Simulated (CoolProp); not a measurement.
Vapour-liquid equilibrium of R143a (1) + R152A (2) at 0.0546 MPa; x and y are mole fractions of (1).

Values from CoolProp's multi-fluid Helmholtz-energy mixture model, Lemmon and Jacobsen 2000 and Outcalt 1996; pair parameters Bell 2016.

```json
[
 {"x": "0.05", "bubble temperature, mixture model (K)": "233.4", "bubble temperature, Raoult's law (K)": "234.2", "y, mixture model": "0.163", "y, Raoult's law": "0.135"},
 {"x": "0.2", "bubble temperature, mixture model (K)": "227.7", "bubble temperature, Raoult's law (K)": "229.3", "y, mixture model": "0.470", "y, Raoult's law": "0.435"},
 {"x": "0.35", "bubble temperature, mixture model (K)": "___", "bubble temperature, Raoult's law (K)": "225.3", "y, mixture model": "0.644", "y, Raoult's law": "0.631"},
 {"x": "0.5", "bubble temperature, mixture model (K)": "220.7", "bubble temperature, Raoult's law (K)": "221.9", "y, mixture model": "0.760", "y, Raoult's law": "0.766"},
 {"x": "0.65", "bubble temperature, mixture model (K)": "218.2", "bubble temperature, Raoult's law (K)": "219.1", "y, mixture model": "___", "y, Raoult's law": "0.862"},
 {"x": "0.8", "bubble temperature, mixture model (K)": "216.1", "bubble temperature, Raoult's law (K)": "216.6", "y, mixture model": "___", "y, Raoult's law": "0.932"},
 {"x": "0.95", "bubble temperature, mixture model (K)": "214.3", "bubble temperature, Raoult's law (K)": "214.4", "y, mixture model": "0.980", "y, Raoult's law": "0.985"}
]
```

Question: Complete the blanks.

Answer: 
- 0.35, bubble temperature, mixture model (K): 223.7
- 0.65, y, mixture model: 0.846
- 0.8, y, mixture model: 0.918

The largest gap from Raoult's law is -1.6 K in bubble temperature, at x = 0.35. No azeotrope shows between x = 0.05 and 0.95.

Pair parameters are fitted to limited data, so mixtures are less certain than the pure fluids.
